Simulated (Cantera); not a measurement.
## Dilute partial oxidation

A perfectly stirred reactor is fed with CH3OH : O2 : N2 : H2 = 0.019 : 0.0097 : 1 : 0.016 (molar parts), equivalence ratio 3.8, at 0.898 atm; it is held at 1475 K, and followed from long to short residence time.

Computed with Cantera and GRI-Mech 3.0 (53 species, 325 reactions). GRI-Mech 3.0 was tuned for natural gas; its chemistry of methanol as a main component is partial and can be far from experiment.

```json
[
 {"τ (s)": "4.0", "x CH3OH": "7.20e-7", "x O2": "1.06e-5", "x CH2CO": "9.28e-9", "x HCN": "3.47e-7", "x OH": "5.46e-7", "x N2O": "3.29e-11"},
 {"τ (s)": "1.1", "x CH3OH": "1.68e-6", "x O2": "2.47e-5", "x CH2CO": "2.23e-8", "x HCN": "6.88e-7", "x OH": "8.67e-7", "x N2O": "7.34e-11"},
 {"τ (s)": "0.31", "x CH3OH": "3.91e-6", "x O2": "5.70e-5", "x CH2CO": "5.17e-8", "x HCN": "1.17e-6", "x OH": "1.36e-6", "x N2O": "1.60e-10"},
 {"τ (s)": "0.085", "x CH3OH": "9.31e-6", "x O2": "0.000133", "x CH2CO": "1.12e-7", "x HCN": "1.81e-6", "x OH": "2.23e-6", "x N2O": "3.51e-10"},
 {"τ (s)": "0.023", "x CH3OH": "2.26e-5", "x O2": "0.000307", "x CH2CO": "2.23e-7", "x HCN": "2.45e-6", "x OH": "3.82e-6", "x N2O": "7.65e-10"},
 {"τ (s)": "0.0065", "x CH3OH": "5.60e-5", "x O2": "0.000687", "x CH2CO": "4.21e-7", "x HCN": "2.54e-6", "x OH": "6.66e-6", "x N2O": "1.58e-9"},
 {"τ (s)": "0.0018", "x CH3OH": "0.000174", "x O2": "0.00162", "x CH2CO": "8.62e-7", "x HCN": "1.40e-6", "x OH": "1.14e-5", "x N2O": "3.21e-9"},
 {"τ (s)": "0.00049", "x CH3OH": "0.00616", "x O2": "0.00584", "x CH2CO": "3.17e-7", "x HCN": "1.60e-9", "x OH": "5.91e-6", "x N2O": "2.90e-8"},
 {"τ (s)": "0.00014", "x CH3OH": "0.0169", "x O2": "0.00893", "x CH2CO": "9.01e-9", "x HCN": "1.20e-10", "x OH": "1.33e-6", "x N2O": "6.14e-9"}
]
```
x: mole fraction; the columns are a selection and need not sum to one.
